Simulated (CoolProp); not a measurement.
Vapour-liquid equilibrium of CH2F2 (R32) (1) + R123 (2) at 0.0446 MPa; x and y are mole fractions of (1).

Values from CoolProp's multi-fluid Helmholtz-energy mixture model, Tillner-Roth 1997 and Younglove 1994; pair parameters Bell 2016.

```json
[
 {"x": "0.05", "bubble temperature, mixture model (°C)": "-18.4", "bubble temperature, Raoult's law (°C)": "-12.0", "y, mixture model": "0.716", "y, Raoult's law": "0.610"},
 {"x": "0.2", "bubble temperature, mixture model (°C)": "-46.5", "bubble temperature, Raoult's law (°C)": "-36.7", "y, mixture model": "0.957", "y, Raoult's law": "0.921"},
 {"x": "0.35", "bubble temperature, mixture model (°C)": "-55.4", "bubble temperature, Raoult's law (°C)": "-47.7", "y, mixture model": "0.981", "y, Raoult's law": "0.969"},
 {"x": "0.5", "bubble temperature, mixture model (°C)": "-59.4", "bubble temperature, Raoult's law (°C)": "-54.4", "y, mixture model": "0.988", "y, Raoult's law": "0.986"},
 {"x": "0.65", "bubble temperature, mixture model (°C)": "-61.8", "bubble temperature, Raoult's law (°C)": "-59.1", "y, mixture model": "0.992", "y, Raoult's law": "0.993"},
 {"x": "0.8", "bubble temperature, mixture model (°C)": "-63.6", "bubble temperature, Raoult's law (°C)": "-62.8", "y, mixture model": "0.995", "y, Raoult's law": "0.997"},
 {"x": "0.95", "bubble temperature, mixture model (°C)": "-65.7", "bubble temperature, Raoult's law (°C)": "-65.7", "y, mixture model": "0.998", "y, Raoult's law": "0.999"}
]
```

The largest gap from Raoult's law is -9.8 K in bubble temperature, at x = 0.2. No azeotrope shows between x = 0.05 and 0.95.

Pair parameters are fitted to limited data, so mixtures are less certain than the pure fluids.
